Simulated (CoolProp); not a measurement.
R410A at 298.15 K and 0.871 MPa flows at 0.37 m/s in a round tube of 50 mm bore and 15 µm roughness, fully developed (64/Re and Nu = 3.66 if laminar; Colebrook and Gnielinski if turbulent). Each further row changes one setting.

Values from CoolProp's reference Helmholtz-energy equation of state, Lemmon 2003. It is a pseudo-pure fit of the blend.

```
case               Reynolds number  Darcy friction factor  pressure drop (Pa/m)  heat-transfer coefficient (W/(m² K))  mass flow (kg/h)
-----------------  ---------------  ---------------------  --------------------  ------------------------------------  ----------------
as stated                    40800                 0.0228                 0.907                                  31.0              76.0
velocity 0.74 m/s            81700                 0.0201                  3.20                                  55.2               152
diameter 100 mm              81700                 0.0195                 0.387                                  26.7               304
```

Viscosity comes from a separate model (Geller 2000). Thermal conductivity comes from a separate model (Geller 2001).
